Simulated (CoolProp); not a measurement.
Properties of toluene along the isotherm 346.85 °C.

Computed with CoolProp (reference Helmholtz-energy equation of state, Lemmon 2006). It is a short technical equation, of lower accuracy than the large ones.

```json
[
 {"p (MPa)": "3.75", "phase": "gas", "Z": "0.6455", "Joule-Thomson coefficient (K/MPa)": "10.87", "isothermal compressibility (1/MPa)": "0.4602", "conductivity (mW/(m K))": "49.5"},
 {"p (MPa)": "7.5", "phase": "supercritical", "Z": "0.3060", "Joule-Thomson coefficient (K/MPa)": "2.448", "isothermal compressibility (1/MPa)": "0.07019", "conductivity (mW/(m K))": "78.2"},
 {"p (MPa)": "11.3", "phase": "supercritical", "Z": "0.3994", "Joule-Thomson coefficient (K/MPa)": "0.8140", "isothermal compressibility (1/MPa)": "0.02261", "conductivity (mW/(m K))": "82.3"},
 {"p (MPa)": "15", "phase": "supercritical", "Z": "0.4971", "Joule-Thomson coefficient (K/MPa)": "0.4045", "isothermal compressibility (1/MPa)": "0.01364", "conductivity (mW/(m K))": "85.3"},
 {"p (MPa)": "18.8", "phase": "supercritical", "Z": "0.5966", "Joule-Thomson coefficient (K/MPa)": "0.2027", "isothermal compressibility (1/MPa)": "0.009711", "conductivity (mW/(m K))": "87.8"},
 {"p (MPa)": "22.5", "phase": "supercritical", "Z": "0.6917", "Joule-Thomson coefficient (K/MPa)": "0.08589", "isothermal compressibility (1/MPa)": "0.007595", "conductivity (mW/(m K))": "89.9"},
 {"p (MPa)": "26.3", "phase": "supercritical", "Z": "0.7877", "Joule-Thomson coefficient (K/MPa)": "0.005693", "isothermal compressibility (1/MPa)": "0.006215", "conductivity (mW/(m K))": "92.0"},
 {"p (MPa)": "30", "phase": "supercritical", "Z": "0.8797", "Joule-Thomson coefficient (K/MPa)": "-0.05031", "isothermal compressibility (1/MPa)": "0.005285", "conductivity (mW/(m K))": "93.8"},
 {"p (MPa)": "33.8", "phase": "supercritical", "Z": "0.9728", "Joule-Thomson coefficient (K/MPa)": "-0.09368", "isothermal compressibility (1/MPa)": "0.004585", "conductivity (mW/(m K))": "95.5"},
 {"p (MPa)": "37.5", "phase": "supercritical", "Z": "1.062", "Joule-Thomson coefficient (K/MPa)": "-0.1267", "isothermal compressibility (1/MPa)": "0.004065", "conductivity (mW/(m K))": "97.2"},
 {"p (MPa)": "41.3", "phase": "supercritical", "Z": "1.153", "Joule-Thomson coefficient (K/MPa)": "-0.1539", "isothermal compressibility (1/MPa)": "0.003642", "conductivity (mW/(m K))": "98.8"}
]
```

Thermal conductivity comes from a separate model (Assael 2012).
